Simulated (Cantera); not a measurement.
Charge: 1 mol SiH₄, 0.027 mol HCl, 2.9 mol H₂, 0.026 mol C₂H₄, equilibrated at 1925 K and 1.00 bar.

Cantera equilibrium calculation (NASA polynomials, part measured and part estimated; ideal gas, pure solids and liquids). Candidate condensed phases: C, C₆H₆, C₇H₈, C₈H₁₈, Si, SiC; 109 gas species. Mutual solubility and eutectic melting of coexisting phases are not modelled. Gases not in the tables: Si₂H₆ and higher silanes. Kinetics and transport are ignored.

Base state: H₂ 0.994, HCl 0.00526, H 0.000953, SiCl₂ 7.31e-5, SiH₂ 6.77e-5, CH₄ 2.12e-5, Si 1.74e-5, SiH 1.41e-5 (mole fractions); condensed: Si(l) + SiC(s).

Question: What changes in the equilibrium state with this change: pressure from 1.00 bar to 0.00133 bar?

Answer: 
| species | before | after |
|---|---|---|
| H₂ | 0.994 | 0.955 |
| H | 0.000953 | 0.0256 |
| Si | 1.74e-5 | 0.0131 |
| CH₄ | 2.12e-5 | 2.61e-8 |
| Si₂ | 1.49e-7 | 0.000112 |
| Si₃ | 3.33e-8 | 2.50e-5 |
| Si(l), mol | 0.947 | 0.875 |
| SiC(s), mol | 0.0519 | 0.0507 |
The tables' values for SiCl are old estimates; treat these amounts as uncertain.
